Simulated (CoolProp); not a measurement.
Vapour pressure (kPa) of octamethylcyclotetrasiloxane (D4): the reference equation beside estimates from Tc = 586.5 K, pc = 1347 kPa, ω = 0.598. Clausius-Clapeyron is anchored at 378.8 K with a constant enthalpy of vaporisation of 46.47 kJ/mol.

The numbers come from the reference Helmholtz-energy equation of state, Thol 2015 in CoolProp.

| T (K) | reference | Clausius-Clapeyron | Redlich-Kwong | Soave-Redlich-Kwong | Peng-Robinson |
|---|---|---|---|---|---|
| 370.3 | 7.763 | 7.826 | 46.20 | 7.861 | 8.295 |
| 374.5 | 9.238 | 9.270 | … | 9.333 | 9.806 |
| 378.8 | 10.98 | 10.98 | … | 11.07 | 11.58 |
| 383.1 | 12.99 | 12.96 | 63.84 | 13.07 | 13.62 |
| 387.3 | 15.22 | 15.18 | … | 15.30 | 15.89 |
| 391.6 | … | 17.79 | 78.03 | 17.89 | 18.52 |
| 395.8 | 20.72 | 20.69 | 85.83 | 20.77 | 21.43 |
| 400.1 | 24.05 | 24.09 | 94.40 | 24.09 | 24.78 |

Task: Fill in the missing entries.

Result: 
- 374.5, Redlich-Kwong: 51.53
- 378.8, Redlich-Kwong: 57.44
- 387.3, Redlich-Kwong: 70.59
- 391.6, reference: 17.83

Absolute difference from the reference over all 8 rows, mean and median: Clausius-Clapeyron 0.3 and 0.2 %, Redlich-Kwong 384.5 and 377.6 %, Soave-Redlich-Kwong 0.6 and 0.6 %, Peng-Robinson 4.8 and 4.6 %.
